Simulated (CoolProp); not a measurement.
Properties of ethane along the isotherm 346.85 °C (Tc = 32.2 °C, pc = 4.872 MPa, ω = 0.099).

The numbers come from the reference Helmholtz-energy equation of state, Bücker 2006 in CoolProp.

| p (MPa) | phase | density (kg/m³) | cp (kJ/(kg K)) | Joule-Thomson coefficient (K/MPa) | isothermal compressibility (1/MPa) | conductivity (mW/(m K)) | fugacity coefficient |
|---|---|---|---|---|---|---|---|
| 6.09 | supercritical | 36.25 | 3.137 | 1.398 | 0.1665 | 79.1 | 0.9775 |
| 12.2 | supercritical | 73.13 | 3.237 | 1.196 | 0.08191 | (withheld) | 0.9613 |
| 18.3 | supercritical | 108.8 | 3.323 | (withheld) | 0.05218 | 84.6 | 0.9518 |
| 24.4 | supercritical | 142.0 | 3.388 | 0.7391 | 0.03649 | 88.0 | 0.9490 |
| 30.5 | supercritical | 171.9 | 3.430 | 0.5377 | 0.02682 | (withheld) | (withheld) |
| 36.5 | supercritical | 197.9 | 3.454 | (withheld) | 0.02051 | 95.0 | 0.9619 |
| 42.6 | supercritical | 221.1 | 3.466 | (withheld) | 0.01609 | 98.5 | 0.9767 |
| 48.7 | supercritical | 241.4 | 3.471 | 0.1296 | 0.01296 | 102 | 0.9964 |

Question: Some entries are withheld; supply them.

Answer: 
- 12.2, conductivity (mW/(m K)): 81.6
- 18.3, Joule-Thomson coefficient (K/MPa): 0.9654
- 30.5, conductivity (mW/(m K)): 91.6
- 30.5, fugacity coefficient: 0.9526
- 36.5, Joule-Thomson coefficient (K/MPa): 0.3721
- 42.6, Joule-Thomson coefficient (K/MPa): 0.2366

Thermal conductivity comes from a separate model (Friend 1991).
